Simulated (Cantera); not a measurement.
Standard-state values (1 bar) from the NASA 1993 polynomials, evaluated with Cantera. Values are per mole of reaction as written; species without (g) are pure solids or liquids, kept so even where they would boil at 1 bar.

Question: Between 1373 and 1823 K, where is each reaction favourable under standard conditions?
- 1.143 Ti + O2(g) = 0.2857 Ti4O7
- 2 Pb + O2(g) = 2 PbO(g)
- 2 Si + O2(g) = 2 SiO(g)

Answer: 
- 1.143 Ti + O2(g) = 0.2857 Ti4O7: ΔG° is -730 kJ at 1373 K and -654 kJ at 1823 K; it stays negative (K > 1). ΔH° is -959 kJ and ΔS° -167 J/K at 1823 K.
- 2 Pb + O2(g) = 2 PbO(g): ΔG° is -27 kJ at 1373 K and -71 kJ at 1823 K; it stays negative (K > 1). ΔH° is 102 kJ and ΔS° 95 J/K at 1823 K.
- 2 Si + O2(g) = 2 SiO(g): ΔG° is -435 kJ at 1373 K and -497 kJ at 1823 K; it stays negative (K > 1). ΔH° is -327 kJ and ΔS° 93 J/K at 1823 K.
